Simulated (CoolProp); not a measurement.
Vapour-liquid equilibrium of CHF3 (R23) (1) + isobutane (2) at 271.7 K; x and y are mole fractions of (1).

The numbers come from the multi-fluid Helmholtz-energy mixture model, Penoncello 2003 and Bücker 2006; pair parameters Bell 2016 in CoolProp.

Question: Give the bubble pressure and the first vapour's composition at x = 0.05, 0.8, 0.875. Is there an azeotrope?

Answer: x = 0.05: 0.4649 MPa, y = 0.666; x = 0.8: 2.067 MPa, y = 0.934; x = 0.875: 2.177 MPa, y = 0.951. No azeotrope shows between x = 0.05 and 0.95.

Pair parameters are fitted to limited data, so mixtures are less certain than the pure fluids. With so large a gap from Raoult's law the liquid may split in two, which this calculation doesn't test in full.
